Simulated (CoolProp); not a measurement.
Vapour-liquid equilibrium of n-hexane (1) + n-decane (2) at 331.6 K; x and y are mole fractions of (1).

Values from CoolProp's multi-fluid Helmholtz-energy mixture model, Thol 2019 and Lemmon 2006; pair parameters Kunz 2012.

Q: Give the bubble pressure and the first vapour's composition at x = 0.05, 0.15, 0.75. Is there an azeotrope?

A: x = 0.05: 4.685 kPa, y = 0.714; x = 0.15: 11.35 kPa, y = 0.893; x = 0.75: 54.11 kPa, y = 0.993. No azeotrope shows between x = 0.05 and 0.95.

The pair parameters rest on a limited set of measurements; away from them the model extrapolates.
